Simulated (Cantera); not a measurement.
Feed: 1 mol SiF4, 8.8 mol O3, 2.5 mol H2, at 1777 °C and 1.00 bar.

Cantera equilibrium calculation (NASA polynomials, part measured and part estimated; ideal gas, pure solids and liquids). The tables hold silica as quartz up to 1696 K and as liquid above; real silica turns to tridymite and cristobalite and melts near 1996 K. Gases not in the tables: Si(OH)4. Rates play no part.

```
species         before     after
------------  --------  --------
O2               0.729     0.655
HF               0.219     0.229
H2O             0.0420     0.111
SiF4           0.00629   0.00107
H2             2.05e-5   5.72e-5
H              1.03e-5   1.72e-5
F              5.50e-5   3.44e-5
OH             0.00230   0.00364
O             0.000831  0.000787
SiO2(l), mol     0.897     0.982
```
Gas species are given as mole fractions.

Q: What was changed between the two runs?
A) O3 from 8.8 to 0.27 mol
B) H2 from 2.5 to 3.9 mol
C) temperature from 1777 °C to 1325 °C
D) H2 from 2.5 to 8.5 mol

A: B, H2 from 2.5 to 3.9 mol
